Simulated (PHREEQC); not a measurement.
Solution A (0.0046 mol/kgw NH4HF2, 0.027 mol/kgw (NH4)2SiF6, 0.00047 mol/kgw HBF4 and 0.00076 mol/kgw HCl) is mixed with solution B (0.002 mol/kgw NaH2PO4 and 0.046 mol/kgw HF) at 25 °C; shares are by mass of water, 1 kg in all. Oxygen is held at 0.21 atm. The system is closed to CO2. Only these solids could form: SiO2(a), Halite.

All values are PHREEQC results (ion-association model, wateq4f.dat), not measurements.

```json
[
 {"share of solution B": "0", "pH": "3.03", "BF4- (mol/kgw)": "0.000414", "H2PO4- (mol/kgw)": "0", "H3PO4 (mol/kgw)": "0", "BF3OH- (mol/kgw)": "3.21e-5"},
 {"share of solution B": "0.1", "pH": "2.84", "BF4- (mol/kgw)": "0.000398", "H2PO4- (mol/kgw)": "0.000171", "H3PO4 (mol/kgw)": "2.86e-5", "BF3OH- (mol/kgw)": "1.87e-5"},
 {"share of solution B": "0.2", "pH": "2.72", "BF4- (mol/kgw)": "0.000361", "H2PO4- (mol/kgw)": "0.000327", "H3PO4 (mol/kgw)": "7.31e-5", "BF3OH- (mol/kgw)": "1.22e-5"},
 {"share of solution B": "0.3", "pH": "2.63", "BF4- (mol/kgw)": "0.000319", "H2PO4- (mol/kgw)": "0.000470", "H3PO4 (mol/kgw)": "0.000130", "BF3OH- (mol/kgw)": "8.43e-6"},
 {"share of solution B": "0.4", "pH": "2.56", "BF4- (mol/kgw)": "0.000275", "H2PO4- (mol/kgw)": "0.000603", "H3PO4 (mol/kgw)": "0.000197", "BF3OH- (mol/kgw)": "5.99e-6"},
 {"share of solution B": "0.5", "pH": "2.51", "BF4- (mol/kgw)": "0.000230", "H2PO4- (mol/kgw)": "0.000726", "H3PO4 (mol/kgw)": "0.000274", "BF3OH- (mol/kgw)": "4.28e-6"},
 {"share of solution B": "0.6", "pH": "2.46", "BF4- (mol/kgw)": "0.000185", "H2PO4- (mol/kgw)": "0.000842", "H3PO4 (mol/kgw)": "0.000358", "BF3OH- (mol/kgw)": "3.00e-6"},
 {"share of solution B": "0.7", "pH": "2.42", "BF4- (mol/kgw)": "0.000139", "H2PO4- (mol/kgw)": "0.000949", "H3PO4 (mol/kgw)": "0.000451", "BF3OH- (mol/kgw)": "2.01e-6"},
 {"share of solution B": "0.8", "pH": "2.38", "BF4- (mol/kgw)": "9.27e-5", "H2PO4- (mol/kgw)": "0.00105", "H3PO4 (mol/kgw)": "0.000550", "BF3OH- (mol/kgw)": "1.21e-6"},
 {"share of solution B": "0.9", "pH": "2.35", "BF4- (mol/kgw)": "4.64e-5", "H2PO4- (mol/kgw)": "0.00114", "H3PO4 (mol/kgw)": "0.000658", "BF3OH- (mol/kgw)": "5.52e-7"},
 {"share of solution B": "1", "pH": "2.33", "BF4- (mol/kgw)": "0", "H2PO4- (mol/kgw)": "0.00122", "H3PO4 (mol/kgw)": "0.000777", "BF3OH- (mol/kgw)": "0"}
]
```

Species that the database lacks are ignored. wateq4f.dat counts part of the HF as a dimer, H2F2, which phreeqc.dat doesn't know; its constant is uncertain. H3PO4, which wateq4f.dat lacks, is added to it with the constant of phreeqc.dat. SiF6-2 is the database's only silicon fluoride. Real BF4- forms and hydrolyses slowly; the run takes it at equilibrium.
